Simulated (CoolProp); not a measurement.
Vapour-liquid equilibrium of p-xylene (1) + n-nonane (2) at 0.22 MPa; x and y are mole fractions of (1).

Computed with CoolProp (multi-fluid Helmholtz-energy mixture model, Zhou 2012 and Lemmon 2006; pair parameters Bell 2016).

Q: Give the bubble temperature and the first vapour's composition at x = 0.05, 0.2, 0.35. Is there an azeotrope?

A: x = 0.05: 455.0 K, y = 0.066; x = 0.2: 452.7 K, y = 0.247; x = 0.35: 450.6 K, y = 0.411. No azeotrope shows between x = 0.05 and 0.95.

Pair parameters are fitted to limited data, so mixtures are less certain than the pure fluids.
